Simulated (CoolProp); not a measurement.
Values from CoolProp's reference Helmholtz-energy equation of state, Setzmann 1991.

Problem. Give the vapour pressure (kPa), liquid density (kg/m³), enthalpy of vaporisation (kJ/kg), vapour Z of saturated methane at -117.75, -110.55, -100.85 °C.

Solution. 
```csv
T (°C),p (kPa),liquid density (kg/m³),enthalpy of vaporisation (kJ/kg),vapour Z
-117.75,1320,347,392,0.787
-110.55,1760,330,360,0.738
-100.85,2530,304,306,0.657
```
